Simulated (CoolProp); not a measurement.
Vapour-liquid equilibrium of hydrogen sulfide (1) + n-heptane (2) at 339.2 K; x and y are mole fractions of (1).

Values from CoolProp's multi-fluid Helmholtz-energy mixture model, Lemmon 2006 and Span 2003; pair parameters Kunz 2012.

Problem. Give the bubble pressure and the first vapour's composition at x = 0.5, 0.8, 0.95. Is there an azeotrope?

Solution. x = 0.5: 23.58 bar, y = 0.984; x = 0.8: 37.10 bar, y = 0.992; x = 0.95: 45.41 bar, y = 0.997. No azeotrope shows between x = 0.05 and 0.95.

Pair parameters are fitted to limited data, so mixtures are less certain than the pure fluids.
